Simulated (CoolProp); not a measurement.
The fluid at 308.19 K and 0.121 MPa flows at 4.1 m/s in a round tube of 10 mm bore and 0.25 µm roughness, fully developed (64/Re and Nu = 3.66 if laminar; Colebrook and Gnielinski if turbulent). The same conditions are run with several fluids, on thermodynamics alone (safety and materials aside).

Model: reference Helmholtz-energy equation of state of each fluid (o-xylene: Zhou 2012; n-octane: Beckmüller 2019; n-decane: Lemmon 2006; water: Wagner 2002; ethanol: Schroeder 2014), in CoolProp.

```
fluid     Reynolds number  Darcy friction factor  pressure drop (Pa/m)  heat-transfer coefficient (W/(m² K))  mass flow (kg/h)
--------  ---------------  ---------------------  --------------------  ------------------------------------  ----------------
o-xylene            53500                 0.0207                 15100                                  5040              1010
n-octane            62200                 0.0200                 11600                                  5250               800
n-decane            40000                 0.0221                 13300                                  4400               833
water               56700                 0.0204                 17100                                 19500              1150
ethanol             35500                 0.0227                 14800                                  5200               900
```

Transport values come from each fluid's own correlations.
